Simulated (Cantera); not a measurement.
# Ammonia decomposition in nitride growth gas

An isothermal, constant-pressure homogeneous reactor starts with NH3 : N2 = 1 : 0.56 (molar parts), at 1825 K and 0.210 bar.

Computed with Cantera and the gas-phase N/H chemistry of the illustrative SiF4/NH3 mechanism in the Surface Chemkin manual (1991). Walls and surfaces, which speed up NH3 decomposition in real reactors, are not modelled.

```
t (s)        x NH3      x H2       x N      x NH    x N2H2
--------  --------  --------  --------  --------  --------
3.00e-6      0.641   4.45e-7    <1e-12  4.18e-12    <1e-12
1.44e-5      0.641   2.45e-6    <1e-12  1.45e-10  6.14e-11
6.95e-5      0.641   1.21e-5  1.40e-12   6.20e-9   3.37e-9
0.000334     0.641   6.15e-5  1.50e-10   2.06e-7   1.10e-7
0.00161      0.640  0.000544   1.84e-9   1.67e-6   1.64e-6
0.00775      0.636   0.00463   9.19e-9   2.21e-6   2.21e-6
0.0373       0.614    0.0241   4.04e-8   2.73e-6   2.10e-6
0.179        0.524     0.106   1.12e-7   3.34e-6   1.64e-6
0.863        0.274     0.336   1.66e-7   3.06e-6   6.66e-7
4.16        0.0332     0.555   1.62e-7   1.44e-6   4.67e-8
20.0      0.000658     0.585   2.99e-8   1.26e-7  1.25e-10
```
x: mole fraction; the columns are a selection and need not sum to one.

Equilibrium at this temperature and pressure: NH3 1.67e-6, H2 0.585, N 7.93e-11, NH 3.29e-10, N2H2 <1e-12 (gas phase only).
